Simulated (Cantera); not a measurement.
Cantera with NASA thermochemical tables; ideal gases at 1 bar, condensed phases pure. Values are per mole of reaction as written; species without (g) are pure solids or liquids, kept so even where they would boil at 1 bar.

2 HCl(g) + 2 TiCl3 = H2(g) + 2 TiCl4(g), with ΔH° = 101.7 kJ and ΔS° = 187.0 J/K at 300 K.

### Question
How far is the shortcut ΔG° ≈ ΔH°(300 K) − T·ΔS°(300 K) from the full temperature-dependent value at 650, 700, 750, 800, 850, 900 K?

### Answer
```
T (K)  shortcut (kJ)  full (kJ)  difference (kJ)  difference in log10 K
-----  -------------  ---------  ---------------  ---------------------
650            -19.8      -15.7             -4.2                   0.34
700            -29.2      -23.9             -5.2                   0.39
750            -38.5      -32.1             -6.4                   0.45
800            -47.9      -40.2             -7.7                   0.50
850            -57.2      -48.2             -9.0                   0.55
900            -66.6      -56.1            -10.4                   0.61
```
The shortcut ignores the heat-capacity change of the reaction.
